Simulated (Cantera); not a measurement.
**Moist CO burnout**

An isothermal, constant-pressure homogeneous reactor starts with 2.15 % CO, 3.55 % O₂, 0.758 % H₂O, 93.5 % N₂, equivalence ratio 0.30, at 1425 K and 1.68 atm.

Computed with Cantera and GRI-Mech 3.0 (53 species, 325 reactions).

```csv
t (s),x CO,x O₂,x H₂O,x O,x H₂O₂,x OH,x NO
2.00e-5,0.0215,0.0355,0.00758,2.50e-8,<1e-12,3.18e-9,<1e-12
5.64e-5,0.0215,0.0355,0.00758,8.92e-8,2.89e-12,2.34e-8,<1e-12
0.000159,0.0215,0.0355,0.00758,1.22e-6,8.91e-11,4.49e-7,<1e-12
0.000448,0.0202,0.0346,0.00736,0.000633,1.09e-7,0.000198,1.13e-8
0.00126,0.00449,0.0269,0.00726,0.000718,2.06e-7,0.000324,2.20e-6
0.00356,0.000653,0.0253,0.00757,9.94e-5,5.97e-8,0.000125,2.68e-6
0.0100,8.38e-5,0.0251,0.00763,1.39e-5,1.26e-8,4.91e-5,2.78e-6
0.0283,9.35e-6,0.0251,0.00765,2.15e-6,2.37e-9,1.98e-5,2.82e-6
0.0797,9.79e-7,0.0251,0.00765,4.57e-7,5.43e-10,9.22e-6,2.85e-6
0.225,2.01e-7,0.0251,0.00766,1.92e-7,2.35e-10,5.99e-6,2.85e-6
0.634,1.59e-7,0.0251,0.00766,1.70e-7,2.08e-10,5.62e-6,2.85e-6
1.79,1.59e-7,0.0251,0.00766,1.70e-7,2.08e-10,5.62e-6,2.86e-6
5.03,1.59e-7,0.0251,0.00766,1.70e-7,2.08e-10,5.62e-6,2.86e-6
14.2,1.59e-7,0.0251,0.00766,1.70e-7,2.08e-10,5.62e-6,2.89e-6
40.0,1.59e-7,0.0251,0.00766,1.70e-7,2.08e-10,5.62e-6,2.95e-6
```
x: mole fraction; the columns are a selection and need not sum to one.

Equilibrium at this temperature and pressure: CO 1.59e-7, O₂ 0.0249, H₂O 0.00766, O 1.69e-7, H₂O₂ 2.07e-10, OH 5.61e-6, NO 0.000315 (gas phase only).
